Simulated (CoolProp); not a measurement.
The fluid at 293.15 K and 0.0129 MPa (gas) is heated at constant pressure to 422 K. The same conditions are run with several fluids, on thermodynamics alone (safety and materials aside).

Model: reference Helmholtz-energy equation of state of each fluid (tetrahydrofuran: Fiedler 2023; n-perfluorohexane: Gao 2022; propylene: Lemmon 2013; isobutane: Bücker 2006), in CoolProp.

**Question.** Rank tetrahydrofuran, n-perfluorohexane, propylene, isobutane by heat (kJ/kg), highest first.

**Answer.** isobutane (251), propylene (226), tetrahydrofuran (169), n-perfluorohexane (116)

```tsv
fluid	final density (kg/m³)
tetrahydrofuran	0.266
n-perfluorohexane	1.25
propylene	0.155
isobutane	0.214
```
